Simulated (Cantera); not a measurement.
A perfectly stirred reactor is fed with 11.4 % H2, 19.3 % O2, 69.4 % N2, at 0.310 bar; it is held at 1250 K, and followed from long to short residence time.

Detailed kinetics in Cantera: GRI-Mech 3.0 (53 species, 325 reactions). The temperature is held fixed by assumption; the heat of reaction is taken as removed at once.

x: mole fraction; the columns are a selection and need not sum to one.

| τ (s) | x H2 | x O2 | x NO2 | x O | x HO2 | x H2O2 | x NO |
|---|---|---|---|---|---|---|---|
| 28 | 9.46e-6 | 0.144 | 9.71e-9 | 5.39e-6 | 3.75e-7 | 6.09e-8 | 9.31e-7 |
| 11 | 1.76e-5 | 0.144 | 9.38e-9 | 1.02e-5 | 6.79e-7 | 9.83e-8 | 8.43e-7 |
| 4.2 | 3.34e-5 | 0.144 | 7.47e-9 | 1.96e-5 | 1.24e-6 | 1.57e-7 | 6.85e-7 |
| 1.6 | [?] | 0.144 | [?] | [?] | [?] | [?] | [?] |
| 0.63 | 0.000117 | 0.144 | 3.04e-9 | 7.15e-5 | 3.73e-6 | 3.65e-7 | 3.84e-7 |
| 0.24 | 0.000220 | 0.144 | 1.75e-9 | 0.000138 | 6.17e-6 | 5.38e-7 | 3.00e-7 |
| 0.094 | 0.000402 | 0.144 | 1.11e-9 | 0.000259 | 9.48e-6 | 7.63e-7 | 2.79e-7 |
| 0.037 | 0.000724 | 0.144 | 8.47e-10 | 0.000482 | 1.36e-5 | 1.05e-6 | 3.32e-7 |
| 0.014 | [?] | 0.144 | 7.46e-10 | [?] | [?] | [?] | [?] |
| 0.0055 | 0.00231 | 0.144 | 7.03e-10 | 0.00163 | 2.28e-5 | 1.79e-6 | 8.04e-7 |
| 0.0021 | 0.00407 | 0.144 | 6.61e-10 | 0.00292 | 2.66e-5 | 2.19e-6 | 1.33e-6 |

Task: Complete the blanks.

Result: 
- 1.6, x H2: 6.33e-5
- 1.6, x NO2: 5.01e-9
- 1.6, x O: 3.79e-5
- 1.6, x HO2: 2.20e-6
- 1.6, x H2O2: 2.44e-7
- 1.6, x NO: 5.16e-7
- 0.014, x H2: 0.00132
- 0.014, x O: 0.000906
- 0.014, x HO2: 1.83e-5
- 0.014, x H2O2: 1.41e-6
- 0.014, x NO: 4.96e-7
